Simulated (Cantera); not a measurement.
Thermodynamics of abatement and gas-phase synthesis, feed S + H₂O + N₂

Input: 1 mol S, 0.059 mol H₂O, 1.3 mol N₂, at 1130 Torr.

Method: chemical equilibrium by Gibbs-energy minimisation in Cantera with the NASA 1993 tables (ideal gas, pure condensed phases). Candidate condensed phases: H₂O, H₂SO₄, S; 60 gas species. Ions and electrons are included (thermal ionisation). Kinetics and transport are ignored.

```json
[
 {"T (°C)": "2227", "log p N₂": "0.01", "log p S": "-1.58", "log p S₂": "-0.45", "log p H": "-2.39", "log p SO": "-1.59", "log p O": "-4.70", "log p N": "-6.53", "log p H₂": "-1.57", "log p SH": "-1.77"},
 {"T (°C)": "2477", "log p N₂": "0.00", "log p S": "-1.19", "log p S₂": "-0.49", "log p H": "-1.97", "log p SO": "-1.48", "log p O": "-3.97", "log p N": "-5.62", "log p H₂": "-1.61", "log p SH": "-1.67"},
 {"T (°C)": "2727", "log p N₂": "-0.01", "log p S": "-0.87", "log p S₂": "-0.56", "log p H": "-1.66", "log p SO": "-1.44", "log p O": "-3.39", "log p N": "-4.86", "log p H₂": "-1.71", "log p SH": "-1.64"},
 {"T (°C)": "2977", "log p N₂": "-0.03", "log p S": "-0.64", "log p S₂": "-0.67", "log p H": "-1.44", "log p SO": "-1.44", "log p O": "-2.91", "log p N": "-4.22", "log p H₂": "-1.89", "log p SH": "-1.69"},
 {"T (°C)": "3227", "log p N₂": "-0.05", "log p S": "-0.47", "log p S₂": "-0.83", "log p H": "-1.30", "log p SO": "-1.47", "log p O": "-2.50", "log p N": "-3.68", "log p H₂": "-2.14", "log p SH": "-1.81"},
 {"T (°C)": "3477", "log p N₂": "-0.07", "log p S": "-0.36", "log p S₂": "-1.05", "log p H": "-1.22", "log p SO": "-1.55", "log p O": "-2.15", "log p N": "-3.21", "log p H₂": "-2.45", "log p SH": "-2.00"},
 {"T (°C)": "3727", "log p N₂": "-0.08", "log p S": "-0.29", "log p S₂": "-1.30", "log p H": "-1.18", "log p SO": "-1.68", "log p O": "-1.88", "log p N": "-2.79", "log p H₂": "-2.77", "log p SH": "-2.23"},
 {"T (°C)": "3977", "log p N₂": "-0.09", "log p S": "-0.26", "log p S₂": "-1.57", "log p H": "-1.17", "log p SO": "-1.87", "log p O": "-1.70", "log p N": "-2.42", "log p H₂": "-3.09", "log p SH": "-2.47"},
 {"T (°C)": "4227", "log p N₂": "-0.10", "log p S": "-0.24", "log p S₂": "-1.84", "log p H": "-1.16", "log p SO": "-2.12", "log p O": "-1.59", "log p N": "-2.10", "log p H₂": "-3.39", "log p SH": "-2.71"},
 {"T (°C)": "4477", "log p N₂": "-0.11", "log p S": "-0.23", "log p S₂": "-2.09", "log p H": "-1.15", "log p SO": "-2.38", "log p O": "-1.53", "log p N": "-1.80", "log p H₂": "-3.67", "log p SH": "-2.93"},
 {"T (°C)": "4727", "log p N₂": "-0.11", "log p S": "-0.23", "log p S₂": "-2.33", "log p H": "-1.15", "log p SO": "-2.64", "log p O": "-1.50", "log p N": "-1.54", "log p H₂": "-3.92", "log p SH": "-3.14"}
]
```
log p: log10 of the partial pressure in bar; nothing condenses.

From 2227 °C to 4727 °C nothing is condensed.
